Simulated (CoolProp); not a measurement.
Carbonyl sulfide at 231.26 K and 0.0485 MPa is compressed adiabatically to 0.349 MPa with isentropic efficiency 0.9. Each further row changes one setting.

Model: reference Helmholtz-energy equation of state, Lemmon 2006, in CoolProp. It is a short technical equation, of lower accuracy than the large ones.

```json
[
 {"case": "as stated", "work (kJ/kg)": "85.6", "final temperature (K)": "359.1", "final density (kg/m³)": "7.18"},
 {"case": "efficiency 1", "work (kJ/kg)": "77.0", "final temperature (K)": "347.8", "final density (kg/m³)": "7.43"},
 {"case": "efficiency 0.65", "work (kJ/kg)": "118", "final temperature (K)": "402.0", "final density (kg/m³)": "6.37"}
]
```
